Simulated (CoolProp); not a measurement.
Aqueous methanol as a coolant, 29 % by mass, freezing at -24.5 °C, 1 atm.

The numbers come from the Melinder's fits for secondary coolants in CoolProp.

| T (°C) | cp (kJ/(kg K)) | density (kg/m³) | viscosity (mPa s) | conductivity (W/(m K)) |
|---|---|---|---|---|
| -3.2 | 3.866 | 962.7 | 4.13 | … |
| 0.6 | 3.894 | 961.3 | 3.52 | 0.422 |
| 4.3 | 3.920 | 959.9 | 3.05 | 0.425 |
| 8.1 | 3.944 | 958.3 | 2.64 | … |
| 11.9 | 3.965 | 956.7 | 2.31 | 0.431 |
| 15.7 | 3.983 | 955.1 | 2.04 | 0.434 |
| 19.5 | 3.998 | 953.3 | … | 0.437 |
| 23.3 | 4.011 | 951.5 | … | 0.440 |
| 27.1 | 4.020 | 949.6 | … | 0.443 |
| 30.9 | 4.025 | 947.7 | 1.30 | … |
| 34.7 | 4.028 | 945.6 | 1.18 | 0.449 |

### Question
What belongs in the gaps?

### Answer

- -3.2, conductivity (W/(m K)): 0.419
- 8.1, conductivity (W/(m K)): 0.428
- 19.5, viscosity (mPa s): 1.80
- 23.3, viscosity (mPa s): 1.61
- 27.1, viscosity (mPa s): 1.44
- 30.9, conductivity (W/(m K)): 0.446
